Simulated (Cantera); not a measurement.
Input (Python, Cantera) and output of one run.

```python
import numpy as np
import cantera as ct

gas_names = [...]  # 110 gases of nasa_gas.yaml made of C, H, O
cond_names = """
    C(gr) C6H6(L) C7H8(L) C8H18(L),n-octa H2O(s) H2O(L)
""".split()


# ... load() reads the species with a 1 bar reference pressure and builds the phases ...
atoms = {
    'C': {'C': 1},
    'O2': {'O': 2},
    'H2': {'H': 2},
}
top_T = {'C(gr)': 4500}  # K; cautious upper limits of use, not melting points


# ... equilibrate(T, P, feed) seeds the gas with the atoms and calls Mixture.equilibrate('TP', solver="vcs", rtol=1e-11, max_steps=5000) ...
results = []
feed = {'C': 1, 'O2': 0.033, 'H2': 16}  # mol
for P in [10, 72, 520, 3700, 27000, 190000, 1400000, 10000000]:
    for T in [973, 1123, 1273, 1423, 1573, 1723, 1873, 2023, 2173, 2323, 2473]:
        mix = equilibrate(T, P, feed)
        results.append((T, P, feed, dict(zip(mix.species_names, mix.species_moles))))

for T, P, feed, n in results:
    print(f"{T:7g} {P:10.4g}  " + (" + ".join(c for c in cond_names if n.get(c, 0) > 1e-12) or "gas only"))
```

Output:

```
    973         10  C(gr)
   1123         10  C(gr)
   1273         10  C(gr)
   1423         10  C(gr)
   1573         10  C(gr)
   1723         10  C(gr)
   1873         10  C(gr)
   2023         10  C(gr)
   2173         10  C(gr)
   2323         10  C(gr)
   2473         10  C(gr)
    973         72  C(gr)
   1123         72  C(gr)
   1273         72  C(gr)
   1423         72  C(gr)
   1573         72  C(gr)
   1723         72  C(gr)
   1873         72  C(gr)
   2023         72  C(gr)
   2173         72  C(gr)
   2323         72  C(gr)
   2473         72  C(gr)
    973        520  C(gr)
   1123        520  C(gr)
   1273        520  C(gr)
   1423        520  C(gr)
   1573        520  C(gr)
   1723        520  C(gr)
   1873        520  C(gr)
   2023        520  C(gr)
   2173        520  C(gr)
   2323        520  C(gr)
   2473        520  C(gr)
    973       3700  C(gr)
   1123       3700  C(gr)
   1273       3700  C(gr)
   1423       3700  C(gr)
   1573       3700  C(gr)
   1723       3700  C(gr)
   1873       3700  C(gr)
   2023       3700  C(gr)
   2173       3700  C(gr)
   2323       3700  C(gr)
   2473       3700  C(gr)
    973    2.7e+04  C(gr)
   1123    2.7e+04  C(gr)
   1273    2.7e+04  C(gr)
   1423    2.7e+04  C(gr)
   1573    2.7e+04  C(gr)
   1723    2.7e+04  C(gr)
   1873    2.7e+04  C(gr)
   2023    2.7e+04  C(gr)
   2173    2.7e+04  C(gr)
   2323    2.7e+04  C(gr)
   2473    2.7e+04  C(gr)
    973    1.9e+05  gas only
   1123    1.9e+05  C(gr)
   1273    1.9e+05  C(gr)
   1423    1.9e+05  C(gr)
   1573    1.9e+05  C(gr)
   1723    1.9e+05  C(gr)
   1873    1.9e+05  C(gr)
   2023    1.9e+05  C(gr)
   2173    1.9e+05  C(gr)
   2323    1.9e+05  C(gr)
   2473    1.9e+05  C(gr)
    973    1.4e+06  gas only
   1123    1.4e+06  gas only
   1273    1.4e+06  gas only
   1423    1.4e+06  C(gr)
   1573    1.4e+06  C(gr)
   1723    1.4e+06  C(gr)
   1873    1.4e+06  C(gr)
   2023    1.4e+06  C(gr)
   2173    1.4e+06  C(gr)
   2323    1.4e+06  C(gr)
   2473    1.4e+06  C(gr)
    973      1e+07  gas only
   1123      1e+07  gas only
   1273      1e+07  gas only
   1423      1e+07  gas only
   1573      1e+07  gas only
   1723      1e+07  gas only
   1873      1e+07  C(gr)
   2023      1e+07  C(gr)
   2173      1e+07  C(gr)
   2323      1e+07  C(gr)
   2473      1e+07  C(gr)
```

Method: chemical equilibrium by Gibbs-energy minimisation in Cantera with the NASA 1993 tables (ideal gas, pure condensed phases). The ideal-gas law is rough above about 30 bar.
